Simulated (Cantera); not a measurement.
Source: NASA polynomial tables (part measured, part estimated), evaluated in Cantera. Values are per mole of reaction as written; species without (g) are pure solids or liquids, kept so even where they would boil at 1 bar.

Q: Between 925 and 2325 K, where is each reaction favourable under standard conditions?
- 2 NO(g) + VO₂(g) ⇌ 2 NO₂(g) + V

A: 
- 2 NO(g) + VO₂(g) ⇌ 2 NO₂(g) + V: ΔG° is 282 kJ at 925 K and 511 kJ at 2325 K; it stays positive (K < 1). ΔH° is 174 kJ and ΔS° -145 J/K at 2325 K.
